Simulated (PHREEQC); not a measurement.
Synthetic water in mmol/kgw, 25 °C, pH 6.12, pe 11.5:

| constituent | mmol/kgw |
|---|---|
| Na | 0.398 |
| K | 0.000349 |
| Ca | 0.07 |
| Mg | 0.132 |
| Cl | 0.234 |
| S(6) | 0.0365 |
| Alkalinity (meq/kgw) | 0.51 |
| Ni | 0.0137 |
| Zn | 0.000406 |
| Cu(2) | 0.00093 |
| N(5) | 0.00293 |
| Br | 0.00157 |

Valence states are taken as typed.

All values are PHREEQC results (ion-association model, wateq4f.dat), not measurements.

| quantity | before | after |
|---|---|---|
| CO2 (mol/kgw) | 0.000829 | 0.000413 |
| HCO3- (mol/kgw) | 0.000504 | 0.000501 |
| SO4-2 (mol/kgw) | 3.52e-5 | 3.52e-5 |
| Ni+2 (mol/kgw) | 1.09e-5 | 9.47e-6 |
| NiCO3 (mol/kgw) | 2.09e-6 | 3.61e-6 |
| MgSO4 (mol/kgw) | 8.06e-7 | 8.07e-7 |
| SI of Tenorite (CuO) | -1.62 | -1.09 |
| SI of Malachite (Cu2(OH)2CO3) | -2.59 | -1.83 |

Q: What was changed between the two runs?
A) pH from 6.12 to 6.42 at the same alkalinity
B) pH from 6.12 to 7.12 at the same alkalinity
C) all concentrations times 4 at the same typed pH
D) temperature from 25 to 10 °C at the same typed pH

A: A, pH from 6.12 to 6.42 at the same alkalinity

Precipitation was switched off in this run. The database's nickel carbonate constants are estimates that later reviews lower a good deal.
